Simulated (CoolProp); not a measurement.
Saturation properties of tetrahydrofuran (Tc = 540.2 K, pc = 5304 kPa, ω = 0.234).

Computed with CoolProp (reference Helmholtz-energy equation of state, Fiedler 2023).

```
T (K)  p (kPa)  liquid density (kg/m³)  enthalpy of vaporisation (kJ/kg)  liquid cp (kJ/(kg K))
-----  -------  ----------------------  --------------------------------  ---------------------
248.7    1.463                   935.2                             480.4                  1.569
256.6    2.444                   926.8                             474.8                  1.590
264.5    3.939                   918.4                             469.2                  1.613
272.4    6.146                   909.9                             463.7                  1.637
280.2    9.263                     ___                             458.2                  1.662
288.1    13.66                   892.9                             452.7                  1.688
296        ___                   884.3                             447.2                  1.716
303.8      ___                   875.7                             441.8                  1.745
311.7    38.04                   866.9                             436.2                  1.774
319.6    51.50                   858.0                             430.6                  1.805
327.5    68.55                   849.1                             424.9                  1.837
```

Task: Some entries are withheld; supply them.

Result: 
- 280.2, liquid density (kg/m³): 901.5
- 296, p (kPa): 19.67
- 303.8, p (kPa): 27.57

It boils at 339.1 K under 1 atm.
